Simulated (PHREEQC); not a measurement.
A PHREEQC input (ion-association model, phreeqc.dat):

```
SOLUTION 1
  temp 6.3
  units mg/kgw
  pH 6.28
  pe 9.7
  Na 39.4
  K 205
  Ca 95.2
  Mg 2.7
  Cl 8.68
  S(6) 393 as SO4
  Alkalinity 236 as HCO3
  Zn 0.3
  O(0) 0.187
  B 0.128
END
USE solution 1
EQUILIBRIUM_PHASES 1
  Gypsu 0 0
  CO2(g) -2.5 10
END
```

It stops with these messages:

```
ERROR: Phase not found in database, Gypsu.
ERROR: Calculations terminating due to input errors.
```

The fault: the phase Gypsum misspelt. The line should read `Gypsum` where the input has `Gypsu`. With the mend the run ends at pH 7.74 and ionic strength 0.0168 mol/kgw.
